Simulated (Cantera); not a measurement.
A perfectly stirred reactor is fed with CO : O2 : H2O : N2 = 0.0039 : 0.027 : 0.011 : 1 (molar parts), at 0.987 atm; it is held at 1325 K, and followed from long to short residence time.

Model: GRI-Mech 3.0 (53 species, 325 reactions), integrated in Cantera.

Task: What does this change do: pressure from 0.987 atm to 4.05 atm?

Result: 
```json
[
 {"quantity": "x(CO) at τ = 0.890 s", "before": "5.01e-5", "after": "3.48e-5"},
 {"quantity": "x(O2) at τ = 0.890 s", "before": "0.0241", "after": "0.0241"},
 {"quantity": "x(H2O) at τ = 0.890 s", "before": "0.0106", "after": "0.0106"},
 {"quantity": "x(H2) at τ = 0.890 s", "before": "1.41e-6", "after": "2.75e-7"},
 {"quantity": "x(N2O) at τ = 0.890 s", "before": "7.33e-7", "after": "7.43e-7"},
 {"quantity": "x(CO) at τ = 24.0 ms", "before": "0.000537", "after": "0.000426"},
 {"quantity": "x(O2) at τ = 24.0 ms", "before": "0.0243", "after": "0.0243"},
 {"quantity": "x(H2O) at τ = 24.0 ms", "before": "0.0105", "after": "0.0106"},
 {"quantity": "x(H2) at τ = 24.0 ms", "before": "1.43e-5", "after": "3.18e-6"},
 {"quantity": "x(N2O) at τ = 24.0 ms", "before": "5.52e-7", "after": "1.37e-6"}
]
```

Task: What does this change do: temperature 1325 to 1448 K?

Result: 
```csv
quantity,before,after
x(CO) at τ = 0.890 s,5.01e-5,3.08e-5
x(O2) at τ = 0.890 s,0.0241,0.0241
x(H2O) at τ = 0.890 s,0.0106,0.0106
x(H2) at τ = 0.890 s,1.41e-6,1.90e-6
x(N2O) at τ = 0.890 s,7.33e-7,4.85e-7
x(CO) at τ = 24.0 ms,0.000537,0.000342
x(O2) at τ = 24.0 ms,0.0243,0.0242
x(H2O) at τ = 24.0 ms,0.0105,0.0105
x(H2) at τ = 24.0 ms,1.43e-5,1.84e-5
x(N2O) at τ = 24.0 ms,5.52e-7,7.24e-7
```
